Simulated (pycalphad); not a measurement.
## Freezing of Si-Cu alloys with rising Cu

Computed with pycalphad from the COST 507 light-alloy database (1999), at 1 atm. These are 1990s assessments: newer ones move some temperatures and phases. Amounts are mole fractions of atoms.

Scheil-Gulliver runs (no diffusion in the solid, steps of 4 K) beside full equilibrium.

```tsv
alloy	liquidus (K)	Scheil, half solid (K)	Scheil, 80 % solid (K)	Scheil, invariant end (K)	liquid left at that end	equilibrium solidus (K)
Si-14.6Cu (at.%)	1602	1500	at the invariant end	1074	0.21	1074
Si-21.9Cu (at.%)	1552	1392	at the invariant end	1074	0.32	1074
Si-29.2Cu (at.%)	(withheld)	(withheld)	at the invariant end	1074	(withheld)	1074
```

Q: What belongs in the gaps?

A: 
- Si-29.2Cu (at.%), liquidus (K): 1500
- Si-29.2Cu (at.%), Scheil, half solid (K): 1255
- Si-29.2Cu (at.%), liquid left at that end: 0.42
